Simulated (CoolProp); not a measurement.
Vapour-liquid equilibrium of propylene (1) + n-hexane (2) at 105 kPa; x and y are mole fractions of (1).

The numbers come from the multi-fluid Helmholtz-energy mixture model, Lemmon 2013 and Thol 2019; pair parameters Bell 2016 in CoolProp.

Task: Give the bubble temperature and the first vapour's composition at x = 0.425, 0.575, 0.95. Is there an azeotrope?

Result: x = 0.425: -26.2 °C, y = 0.991; x = 0.575: -33.0 °C, y = 0.996; x = 0.95: -45.6 °C, y = 1.000. No azeotrope shows between x = 0.05 and 0.95.

The pair parameters rest on a limited set of measurements; away from them the model extrapolates. The gap from Raoult's law changes sign with composition, which may be real or a fault of the pair parameters; it wasn't checked against measurements.
